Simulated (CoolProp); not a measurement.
Saturation properties of R1224YDZ (Tc = 155.5 °C, pc = 3.334 MPa, ω = 0.325).

Computed with CoolProp (reference Helmholtz-energy equation of state, Akasaka 2023).

| T (°C) | p (MPa) | liquid density (kg/m³) | vapour density (kg/m³) | enthalpy of vaporisation (kJ/kg) |
|---|---|---|---|---|
| 21.15 | 0.1284 | 1370 | 8.262 | 166.4 |
| 25.05 | 0.1477 | 1360 | 9.438 | 164.5 |
| 28.95 | 0.1693 | 1349 | 10.74 | 162.5 |
| 32.85 | 0.1932 | 1338 | 12.18 | 160.5 |
| 36.75 | 0.2197 | 1327 | 13.77 | 158.5 |
| 40.65 | 0.2488 | 1316 | 15.52 | 156.5 |
| 44.55 | 0.2808 | 1304 | 17.44 | 154.4 |
| 48.45 | 0.3158 | 1292 | 19.54 | 152.2 |
| 52.35 | 0.3541 | 1281 | 21.84 | 150.0 |
| 56.25 | 0.3958 | 1268 | 24.35 | 147.8 |
| 60.15 | 0.4411 | 1256 | 27.09 | 145.5 |
| 64.05 | 0.4901 | 1244 | 30.08 | 143.2 |

It boils at 14.9 °C under 1 atm.
